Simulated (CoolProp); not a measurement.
Vapour-liquid equilibrium of methanol (1) + toluene (2) at 115 kPa; x and y are mole fractions of (1).

Values from CoolProp's multi-fluid Helmholtz-energy mixture model, de Reuck 1993 and Lemmon 2006; pair parameters Bell 2016.

Give the bubble temperature and the first vapour's composition at x = 0.05, 0.5, 0.575. Is there an azeotrope?

x = 0.05: 361.7 K, y = 0.552; x = 0.5: 342.1 K, y = 0.789; x = 0.575: 341.9 K, y = 0.792. y crosses x between x = 0.875 and 0.95: the model has an azeotrope there.

The pair parameters rest on a limited set of measurements; away from them the model extrapolates. With so large a gap from Raoult's law the liquid may split in two, which this calculation doesn't test in full.
